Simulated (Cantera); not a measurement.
Input: 1 mol HMDSO, 0.78 mol CO2, 1.5 mol H2, held at 1023 K and 0.188 Torr.

These are equilibrium values from Cantera (NASA tables, ideal gas, pure condensed phases), not measurements of a reactor. Candidate condensed phases: C, C6H6, C7H8, C8H18, H2O, Si, SiC, SiO2; 123 gas species. The feed counts by its element totals alone. Mutual solubility and eutectic melting of coexisting phases are not modelled. Rates play no part.

Base state: H2 0.999, CO 0.00114, CH4 1.87e-5 (mole fractions); condensed: C(graphite) + SiC(s) + SiO2(β-quartz).

Problem. What changes in the equilibrium state with this change: pressure from 0.188 Torr to 1.00 Torr?

Solution. 
```csv
species,before,after
H2,0.999,1.000
CO,0.00114,0.000213
CH4,1.87e-5,1.00e-4
"C(graphite), mol",6.04,6.06
"SiC(s), mol",0.726,0.721
"SiO2(β-quartz), mol",1.27,1.28
```

Problem. What changes in the equilibrium state with this change: temperature from 1023 K to 1625 K?

Solution. 
```json
[
 {"species": "H2", "before": "0.999", "after": "0.800"},
 {"species": "CO", "before": "0.00114", "after": "0.195"},
 {"species": "H", "before": "2.62e-7", "after": "0.00399"},
 {"species": "SiO", "before": "1.16e-7", "after": "0.000619"},
 {"species": "C2H2 (acetylene)", "before": "2.09e-9", "after": "2.85e-5"},
 {"species": "CH4", "before": "1.87e-5", "after": "2.35e-7"},
 {"species": "C(graphite), mol", "before": "6.04", "after": "2.24"},
 {"species": "SiC(s), mol", "before": "0.726", "after": "1.99"},
 {"species": "SiO2(β-quartz), mol", "before": "1.27", "after": "0"}
]
```
